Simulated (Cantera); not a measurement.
**Equilibrium for silicon etching in halogen gases: Si + Br₂ + N₂**

A closed system holds: 1 mol Si, 6.8 mol Br₂, 0.81 mol N₂, at 15.0 mbar.

Method: chemical equilibrium by Gibbs-energy minimisation in Cantera with the NASA 1993 tables (ideal gas, pure condensed phases). Candidate condensed phases: Br₂, Si, Si₃N₄; 13 gas species. The tables' values for SiBr₃ are old estimates; treat these amounts as uncertain. Rates play no part.

```json
[
 {"T (K)": "975", "log p Br": "-3.36", "log p Br₂": "-1.98", "log p SiBr₄": "-2.65", "log p N₂": "-2.74", "log p SiBr₃": "-9.10", "log p SiBr₂": "-13.08", "log p SiBr": "<-13"},
 {"T (K)": "1025", "log p Br": "-3.11", "log p Br₂": "-1.99", "log p SiBr₄": "-2.66", "log p N₂": "-2.75", "log p SiBr₃": "-8.51", "log p SiBr₂": "-12.06", "log p SiBr": "<-13"},
 {"T (K)": "1075", "log p Br": "-2.89", "log p Br₂": "-2.01", "log p SiBr₄": "-2.66", "log p N₂": "-2.75", "log p SiBr₃": "-7.98", "log p SiBr₂": "-11.13", "log p SiBr": "<-13"},
 {"T (K)": "1125", "log p Br": "-2.69", "log p Br₂": "-2.04", "log p SiBr₄": "-2.67", "log p N₂": "-2.77", "log p SiBr₃": "-7.49", "log p SiBr₂": "-10.28", "log p SiBr": "<-13"},
 {"T (K)": "1175", "log p Br": "-2.52", "log p Br₂": "-2.08", "log p SiBr₄": "-2.69", "log p N₂": "-2.78", "log p SiBr₃": "-7.04", "log p SiBr₂": "-9.49", "log p SiBr": "<-13"},
 {"T (K)": "1225", "log p Br": "-2.37", "log p Br₂": "-2.14", "log p SiBr₄": "-2.71", "log p N₂": "-2.80", "log p SiBr₃": "-6.62", "log p SiBr₂": "-8.76", "log p SiBr": "<-13"},
 {"T (K)": "1275", "log p Br": "-2.24", "log p Br₂": "-2.22", "log p SiBr₄": "-2.74", "log p N₂": "-2.83", "log p SiBr₃": "-6.23", "log p SiBr₂": "-8.06", "log p SiBr": "<-13"},
 {"T (K)": "1325", "log p Br": "-2.14", "log p Br₂": "-2.33", "log p SiBr₄": "-2.76", "log p N₂": "-2.85", "log p SiBr₃": "-5.86", "log p SiBr₂": "-7.39", "log p SiBr": "<-13"},
 {"T (K)": "1375", "log p Br": "-2.07", "log p Br₂": "-2.46", "log p SiBr₄": "-2.79", "log p N₂": "-2.88", "log p SiBr₃": "-5.50", "log p SiBr₂": "-6.74", "log p SiBr": "-13.59"},
 {"T (K)": "1425", "log p Br": "-2.01", "log p Br₂": "-2.61", "log p SiBr₄": "-2.82", "log p N₂": "-2.91", "log p SiBr₃": "-5.16", "log p SiBr₂": "-6.11", "log p SiBr": "-12.47"},
 {"T (K)": "1475", "log p Br": "-1.97", "log p Br₂": "-2.78", "log p SiBr₄": "-2.84", "log p N₂": "-2.93", "log p SiBr₃": "-4.82", "log p SiBr₂": "-5.49", "log p SiBr": "-11.39"},
 {"T (K)": "1525", "log p Br": "-1.95", "log p Br₂": "-2.96", "log p SiBr₄": "-2.87", "log p N₂": "-2.94", "log p SiBr₃": "-4.50", "log p SiBr₂": "-4.89", "log p SiBr": "-10.36"},
 {"T (K)": "1575", "log p Br": "-1.93", "log p Br₂": "-3.14", "log p SiBr₄": "-2.90", "log p N₂": "-2.96", "log p SiBr₃": "-4.20", "log p SiBr₂": "-4.33", "log p SiBr": "-9.37"}
]
```
log p: log10 of the partial pressure in bar; nothing condenses.

From 975 K to 1575 K nothing is condensed. The main Si-bearing gas is SiBr₄ throughout.
